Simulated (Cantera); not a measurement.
A closed system holds: 1 mol B, 1.6 mol O2, 13 mol N2, held at 10.0 mbar.

These are equilibrium values from Cantera (NASA tables, ideal gas, pure condensed phases), not measurements of a reactor. Candidate condensed phases: B, BN, B2O3; 17 gas species. The numbers say what is thermodynamically allowed, not how fast it happens. All values below are at 1625 K.

Base state: N2 0.916, O2 0.0590, B2O3 0.0227, BO2 0.00128, NO 0.00123, O 4.73e-5 (mole fractions); condensed: B2O3(l).

### Question
What changes in the equilibrium state with this change: pressure from 10.0 mbar to 1.33 mbar?

### Answer
```tsv
species	before	after
N2	0.916	0.905
O2	0.0590	0.0579
B2O3	0.0227	0.0335
BO2	0.00128	0.00255
O	4.73e-5	0.000128
NO	0.00123	0.00121
B2O3(l), mol	0.168	0
```
